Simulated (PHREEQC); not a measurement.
A made-up water analysis in mg/kgw, 65 °C, pH 5.67, pe 12.5: Na 0.251; K 1.27e-05; Ca 0.0283; Mg 0.131; Cl 0.0901; S(6) as SO4 0.585; Alkalinity as HCO3 0.569; Cd 0.00103; B 0.000289.

Valence states are taken as typed.

Computed with PHREEQC (ion-association model, wateq4f.dat).

Precipitation was switched off in this run.

Estimate the charge-balance error.

charge-balance error -1.8 %.

In which forms is C present?

CO2 81 %, HCO3- 19 % of the C.

Constants without temperature data keep their 25 °C values here.
